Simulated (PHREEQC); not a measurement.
Consider water at 25 °C with 0.03 mol HF, 0.155 mol NH4F, 0.015 mol (NH4)2SiF6 and 0.29 mol HCl per kg of water. Closed to the air; pH follows from the charge balance.

Equilibrium calculation in PHREEQC: ion-association model, phreeqc.dat.

Q: The ionic strength comes out as 0.338 mol/kgw. What activity coefficients do NH4+, Cl-, HF2-, SiF6-2, F- get?

A: NH4+ 0.63, Cl- 0.68, HF2- 0.73, SiF6-2 0.25, F- 0.66.

This is a speciation only: nothing precipitates in the calculation. SiF6-2 is the database's only silicon fluoride.
